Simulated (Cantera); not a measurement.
Charge: 1 mol Al, 0.22 mol H2O, 0.08 mol N2, at 13.3 mbar.

Cantera equilibrium calculation (NASA polynomials, part measured and part estimated; ideal gas, pure solids and liquids). Candidate condensed phases: Al, AlN, Al2O3, H2O; 35 gas species. Mutual solubility and eutectic melting of coexisting phases are not modelled. Equilibrium is a limit: real reactors are often held back by kinetics, nucleation or transport.

x: gas mole fraction; n: condensed amount in mol.

```tsv
T (K)	x H2	x Al2O	x Al	x H	x AlH	x Al2	x AlOH	n Al(s)	n AlN(s)	n Al2O3(s)	n Al(l)
773	1.00	<1e-12	<1e-12	7.86e-12	(withheld)	<1e-12	<1e-12	0.693	0.160	0.0733	0
848	1.00	<1e-12	3.77e-12	1.65e-10	(withheld)	<1e-12	<1e-12	0.693	0.160	0.0733	0
923	1.00	3.16e-12	1.60e-10	2.12e-9	(withheld)	<1e-12	<1e-12	0.693	0.160	0.0733	0
998	1.00	1.44e-10	3.52e-9	1.86e-8	(withheld)	<1e-12	<1e-12	0	0.160	0.0733	0.693
1073	1.00	3.72e-9	4.92e-8	1.21e-7	(withheld)	<1e-12	2.74e-12	0	0.160	0.0733	0.693
1148	1.000	6.21e-8	4.84e-7	6.20e-7	(withheld)	2.13e-12	3.82e-11	0	0.160	0.0733	0.693
1223	1.000	7.25e-7	3.58e-6	2.60e-6	(withheld)	3.84e-11	3.83e-10	0	0.160	0.0733	0.693
1298	1.000	6.30e-6	2.09e-5	9.28e-6	(withheld)	4.92e-10	2.92e-9	0	0.160	0.0733	0.693
1373	1.000	4.29e-5	0.000100	2.88e-5	(withheld)	4.73e-9	1.77e-8	0	0.160	0.0733	0.693
1448	0.999	0.000237	0.000408	7.98e-5	(withheld)	3.57e-8	8.87e-8	0	0.160	0.0733	0.693
1523	0.997	0.00110	0.00144	0.000200	(withheld)	2.19e-7	3.77e-7	0	0.160	0.0733	0.693
1598	0.990	0.00439	0.00449	0.000459	(withheld)	1.13e-6	1.39e-6	0	0.160	0.0730	0.691
1673	0.970	0.0154	0.0126	0.000971	(withheld)	4.97e-6	4.49e-6	0	0.160	0.0722	0.686
```

Q: What belongs in the gaps?

A: 
- 773, x AlH: 1.41e-12
- 848, x AlH: 4.64e-11
- 923, x AlH: 8.57e-10
- 998, x AlH: 9.24e-9
- 1073, x AlH: 7.00e-8
- 1148, x AlH: 4.05e-7
- 1223, x AlH: 1.87e-6
- 1298, x AlH: 7.24e-6
- 1373, x AlH: 2.40e-5
- 1448, x AlH: 7.01e-5
- 1523, x AlH: 0.000183
- 1598, x AlH: 0.000435
- 1673, x AlH: 0.000947
